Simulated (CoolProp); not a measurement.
Vapour-liquid equilibrium of R125 (1) + ethanol (2) at 22.15 °C; x and y are mole fractions of (1).

The numbers come from the multi-fluid Helmholtz-energy mixture model, Lemmon 2005 and Schroeder 2014; pair parameters Bell 2016 in CoolProp.

```json
[
 {"x": "0.05", "bubble pressure (MPa)": "0.1725", "y at the bubble point": "0.961", "dew pressure at overall composition x (MPa)": "?", "liquid density (mol/L)": "16.79"},
 {"x": "0.2", "bubble pressure (MPa)": "?", "y at the bubble point": "0.987", "dew pressure at overall composition x (MPa)": "0.008352", "liquid density (mol/L)": "15.87"},
 {"x": "0.35", "bubble pressure (MPa)": "0.7504", "y at the bubble point": "0.991", "dew pressure at overall composition x (MPa)": "0.01028", "liquid density (mol/L)": "14.94"},
 {"x": "0.5", "bubble pressure (MPa)": "0.8778", "y at the bubble point": "0.992", "dew pressure at overall composition x (MPa)": "0.01338", "liquid density (mol/L)": "14.00"},
 {"x": "0.65", "bubble pressure (MPa)": "0.9644", "y at the bubble point": "?", "dew pressure at overall composition x (MPa)": "0.01912", "liquid density (mol/L)": "13.00"},
 {"x": "0.8", "bubble pressure (MPa)": "1.054", "y at the bubble point": "0.995", "dew pressure at overall composition x (MPa)": "0.03352", "liquid density (mol/L)": "11.89"},
 {"x": "0.95", "bubble pressure (MPa)": "1.201", "y at the bubble point": "0.998", "dew pressure at overall composition x (MPa)": "0.1357", "liquid density (mol/L)": "10.58"}
]
```

Complete the blanks.


- 0.05, dew pressure at overall composition x (MPa): 0.007030
- 0.2, bubble pressure (MPa): 0.5347
- 0.65, y at the bubble point: 0.993

No azeotrope shows between x = 0.05 and 0.95.

The pair parameters rest on a limited set of measurements; away from them the model extrapolates. The gap from Raoult's law changes sign with composition, which may be real or a fault of the pair parameters; it wasn't checked against measurements. With so large a gap from Raoult's law the liquid may split in two, which this calculation doesn't test in full.
